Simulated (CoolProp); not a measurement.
Carbonyl sulfide along the isobar 0.956 MPa: fugacity coefficient from the reference equation and from simpler models built on Tc = 378.8 K, pc = 6.369 MPa, ω = 0.098; each cubic takes its own stable root.

The numbers come from the reference Helmholtz-energy equation of state, Lemmon 2006 in CoolProp. It is a short technical equation, of lower accuracy than the large ones.

```json
[
 {"T (K)": "151.1", "phase": "liquid", "reference": "0.0006036"},
 {"T (K)": "157.5", "phase": "liquid", "reference": "0.001197"},
 {"T (K)": "163.9", "phase": "liquid", "reference": "0.002232"},
 {"T (K)": "170.3", "phase": "liquid", "reference": "0.003946"},
 {"T (K)": "176.6", "phase": "liquid", "reference": "0.006602"},
 {"T (K)": "183", "phase": "liquid", "reference": "0.01068"},
 {"T (K)": "189.4", "phase": "liquid", "reference": "0.01664"},
 {"T (K)": "195.8", "phase": "liquid", "reference": "0.02507"},
 {"T (K)": "202.2", "phase": "liquid", "reference": "0.03665"},
 {"T (K)": "208.6", "phase": "liquid", "reference": "0.05213"},
 {"T (K)": "214.9", "phase": "liquid", "reference": "0.07198"},
 {"T (K)": "221.3", "phase": "liquid", "reference": "0.09769"},
 {"T (K)": "227.7", "phase": "liquid", "reference": "0.1299"}
]
```

Q: How far does each simpler model (van der Waals, Redlich-Kwong, Soave-Redlich-Kwong) lie from the reference over these 13 states: mean and median of the absolute difference, and the worst?

A: 
- van der Waals: mean 1680.7 %, median 1009.4 %, worst +5715.1 % at 151.1 K and 0.956 MPa
- Redlich-Kwong: mean 13.4 %, median 7.2 %, worst -39.5 % at 151.1 K and 0.956 MPa
- Soave-Redlich-Kwong: mean 1.3 %, median 1.4 %, worst -1.8 % at 176.6 K and 0.956 MPa
